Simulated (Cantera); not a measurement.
A closed system holds: 1 mol PbO, 0.2 mol CO, 26 mol N2, equilibrated at 133 Pa.

Method: chemical equilibrium by Gibbs-energy minimisation in Cantera with the NASA 1993 tables (ideal gas, pure condensed phases). Candidate condensed phases: C, Pb, PbO, PbO2, Pb3O4; 27 gas species. Kinetics and transport are ignored.

log p: log10 of the partial pressure in bar; n: condensed amount in mol.

| T (°C) | log p N2 | log p PbO | log p Pb | log p CO2 | log p O2 | log p NO | log p CO | n Pb(l) | n PbO(yellow) |
|---|---|---|---|---|---|---|---|---|---|
| 677 | -2.88 | -7.28 | -5.30 | -4.99 | … | -12.63 | -9.16 | 0.101 | 0.799 |
| 727 | -2.88 | -6.52 | -5.00 | -5.00 | … | -11.58 | -9.19 | 0 | 0.794 |
| 777 | -2.88 | -5.83 | -5.00 | -5.00 | … | -10.35 | -9.49 | 0 | 0.771 |
| 827 | -2.88 | -5.21 | -5.00 | -5.00 | … | -9.24 | -9.76 | 0 | 0.677 |
| 877 | -2.89 | -4.64 | -4.98 | -5.00 | … | -8.24 | -9.99 | 0 | 0.331 |
| 927 | -2.90 | -4.44 | -4.90 | -5.01 | … | -7.70 | -9.83 | 0 | 0 |
| 977 | -2.90 | -4.46 | -4.84 | -5.01 | … | -7.42 | -9.46 | 0 | 0 |
| 1027 | -2.90 | -4.50 | -4.76 | -5.01 | … | -7.18 | -9.11 | 0 | 0 |

Question: Some entries are withheld; supply them.

Answer: 
- 677, log p O2: -13.65
- 727, log p O2: -12.04
- 777, log p O2: -10.04
- 827, log p O2: -8.23
- 877, log p O2: -6.61
- 927, log p O2: -5.88
- 977, log p O2: -5.63
- 1027, log p O2: -5.43
